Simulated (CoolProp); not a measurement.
Vapour-liquid equilibrium of propane (1) + isobutene (2) at 310.1 K; x and y are mole fractions of (1).

The numbers come from the multi-fluid Helmholtz-energy mixture model, Lemmon 2009 and Lemmon 2005; pair parameters Bell 2016 in CoolProp.

| x | bubble pressure, mixture model (MPa) | bubble pressure, Raoult's law (MPa) | y, mixture model | y, Raoult's law |
|---|---|---|---|---|
| 0.05 | 0.4848 | 0.4736 | 0.141 | 0.135 |
| 0.125 | 0.5572 | 0.5369 | 0.294 | 0.297 |
| 0.2 | 0.6228 | 0.6002 | 0.406 | 0.425 |
| 0.275 | 0.6840 | 0.6635 | 0.496 | 0.529 |
| 0.35 | 0.7426 | 0.7268 | 0.572 | 0.614 |
| 0.425 | 0.8001 | 0.7901 | 0.638 | 0.686 |
| 0.5 | 0.8574 | 0.8534 | 0.697 | 0.747 |
| 0.575 | 0.9153 | 0.9167 | 0.752 | 0.800 |
| 0.65 | 0.9745 | 0.9800 | 0.803 | 0.846 |
| 0.725 | 1.035 | 1.043 | 0.851 | 0.886 |
| 0.8 | 1.098 | 1.107 | 0.895 | 0.922 |
| 0.875 | 1.163 | 1.170 | 0.937 | 0.954 |
| 0.95 | 1.230 | 1.233 | 0.976 | 0.983 |

The largest gap from Raoult's law is +3.8 % in bubble pressure, at x = 0.125. No azeotrope shows between x = 0.05 and 0.95.

Pair parameters are fitted to limited data, so mixtures are less certain than the pure fluids. The gap from Raoult's law changes sign with composition, which may be real or a fault of the pair parameters; it wasn't checked against measurements.
